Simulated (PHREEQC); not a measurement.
Geothermal or formation water (model solution)

Model water analysis in mmol/kgw, 70 °C, pH 6.46:

```tsv
constituent	mmol/kgw
Na	190
K	3.93
Ca	9
Mg	13.3
Cl	230
S(6)	0.425
Alkalinity (meq/kgw)	0.00321
```

Valence states are taken as typed.

Model: Pitzer model, pitzer.dat, run in PHREEQC.

| Property | Value |
|---|---|
| ionic strength | 0.257 mol/kgw |
| activity of water | 0.993 |
| specific conductance | 48500 µS/cm |
| density | 0.987 g/cm³ |
| osmotic coefficient | 0.907 |
| charge-balance error | 1.6 % |

| species | molality | activity | log γ |
|---|---|---|---|
| Cl- | 0.230 | 0.157 | -0.165 |
| Na+ | 0.190 | 0.137 | -0.142 |
| Mg+2 | 0.0133 | 0.00354 | -0.575 |
| Ca+2 | 0.00900 | 0.00223 | -0.606 |
| K+ | 0.00393 | 0.00275 | -0.156 |
| SO4-2 | 0.000425 | 6.21e-5 | -0.836 |
| HCO3- | 2.41e-6 | 1.69e-6 | -0.153 |
| CO2 | 1.13e-6 | 1.17e-6 | 0.017 |
| OH- | 7.40e-7 | 4.63e-7 | -0.204 |
| MgOH+ | 5.25e-7 | 4.77e-7 | -0.042 |

Precipitation was switched off in this run. Constants without temperature data keep their 25 °C values here.
